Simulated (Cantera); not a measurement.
What does this Cantera script print?

```python
import numpy as np
import cantera as ct

gas_names = """
    AL ALCL ALCL2 ALCL3 ALO ALOCL ALO2 AL2 AL2CL6 AL2O AL2O2 CL CLO CL2 O O2 O3
""".split()
cond_names = """
    AL(cr) AL(L) ALCL3(s) ALCL3(L) AL2O3(a) AL2O3(L)
""".split()


# ... load() reads the species with a 1 bar reference pressure and builds the phases ...
atoms = {
    'Al2O3': {'AL': 2, 'O': 3},
    'Cl2': {'CL': 2},
    'O2': {'O': 2},
}
top_T = {}  # K; cautious upper limits of use, not melting points


# ... equilibrate(T, P, feed) seeds the gas with the atoms and calls Mixture.equilibrate('TP', solver="vcs", rtol=1e-11, max_steps=5000) ...
results = []
feed = {'Al2O3': 1, 'Cl2': 4.6, 'O2': 1.5}  # mol
P = 500  # Pa
for T in [748, 848, 948, 1048, 1148, 1248, 1348, 1448, 1548, 1648, 1748]:
    mix = equilibrate(T, P, feed)
    results.append((T, P, feed, dict(zip(mix.species_names, mix.species_moles))))

top = {s: max(r[3][s] / sum(r[3][g] for g in gas_names) for r in results) for s in gas_names}
cols = sorted((s for s in top if top[s] > 0.001), key=lambda s: -top[s])[:7]
seen = [c for c in cond_names if any(r[3].get(c, 0) > 1e-12 for r in results)]
print("log10 of partial pressures in bar; condensed amounts in mol")
print(f"{'T/K':>10s}" + "".join(f"{s[:9]:>10s}" for s in cols + seen))
for T, P, feed, n in results:
    ng = sum(n[g] for g in gas_names)
    print(f"{T:10.4g}" + "".join(f"{np.log10(max(n[s] / ng * P / 1e5, 1e-99)):10.3f}" for s in cols)
          + "".join(f"{n.get(c, 0):10.4g}" for c in seen))
```

Output:

```
log10 of partial pressures in bar; condensed amounts in mol
       T/K        CL       CL2        O2     ALCL3  AL2O3(a)
       748    -6.801    -2.424    -2.910   -13.523         1
       848    -5.784    -2.424    -2.910   -11.460         1
       948    -4.979    -2.425    -2.911    -9.839         1
      1048    -4.327    -2.428    -2.912    -8.537         1
      1148    -3.792    -2.440    -2.917    -7.477         1
      1248    -3.352    -2.471    -2.930    -6.615    0.9998
      1348    -2.997    -2.540    -2.956    -5.937    0.9992
      1448    -2.728    -2.673    -3.000    -5.452    0.9973
      1548    -2.546    -2.898    -3.054    -5.183    0.9944
      1648    -2.446    -3.213    -3.101    -5.126    0.9929
      1748    -2.400    -3.580    -3.130    -5.219    0.9938
```

Method: chemical equilibrium by Gibbs-energy minimisation in Cantera with the NASA 1993 tables (ideal gas, pure condensed phases). Condensed phases not in the tables: AlOCl.
